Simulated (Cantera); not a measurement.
Charge: 1 mol SiC, 0.048 mol CO₂, 77 mol N₂, 0.15 mol N₂O, at 1725 K.

Cantera equilibrium calculation (NASA polynomials, part measured and part estimated; ideal gas, pure solids and liquids). Candidate condensed phases: C, Si, SiC, SiO₂, Si₂N₂O, Si₃N₄; 34 gas species. Mutual solubility and eutectic melting of coexisting phases are not modelled. Kinetics and transport are ignored.

Problem. Which condensed phases are stable at each of these points (P (Pa)): 0.100, 1, 10, 100, 1000, 10000, 100000, 1000000?

Solution. 
```tsv
P (Pa)	condensed phases	Si condensed (%)
0.100	C(graphite)	0.0
1	SiC(s)	80.1
10	SiC(s)	85.0
100	SiC(s)	89.3
1000	SiC(s)	90.0
10000	SiC(s) + Si₂N₂O(s) + Si₃N₄(s)	97.8
100000	SiC(s) + Si₂N₂O(s) + Si₃N₄(s)	99.9
1000000	C(graphite) + Si₂N₂O(s) + Si₃N₄(s)	100.0
```

At 0.100 Pa the condensed part is C(graphite). From 1.00 Pa to 10.0 mbar the condensed part is SiC(s). From 0.100 bar to 1.00 bar the condensed part is SiC(s) + Si₂N₂O(s) + Si₃N₄(s). At 10.0 bar the condensed part is C(graphite) + Si₂N₂O(s) + Si₃N₄(s).
